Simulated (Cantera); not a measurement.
Feed: 1 mol CH₃OH, 0.021 mol NH₃, 0.53 mol N₂, 0.38 mol H₂, equilibrated at 1073.15 K and 0.0100 bar.

These are equilibrium values from Cantera (NASA tables, ideal gas, pure condensed phases), not measurements of a reactor. Candidate condensed phases: C, C₆H₆, C₇H₈, C₈H₁₈, H₂O; 136 gas species. Equilibrium is a limit: real reactors are often held back by kinetics, nucleation or transport.

Base state: H₂ 0.610, CO 0.253, N₂ 0.137, H₂O 0.000200, CH₄ 0.000171, CO₂ 8.97e-5 (mole fractions); condensed: C(graphite).

Problem. What changes in the equilibrium state with this change: temperature from 1073.15 K to 2425 K?

Solution. 
```
species             before    after
----------------  --------  -------
H₂                   0.610    0.508
CO                   0.253    0.237
N₂                   0.137    0.128
H                  1.10e-7    0.128
CH₄               0.000171    <1e-9
CO₂                8.97e-5  1.78e-6
H₂O               0.000200  2.28e-5
HCN                4.46e-6  2.31e-5
C(graphite), mol  0.000453        0
```
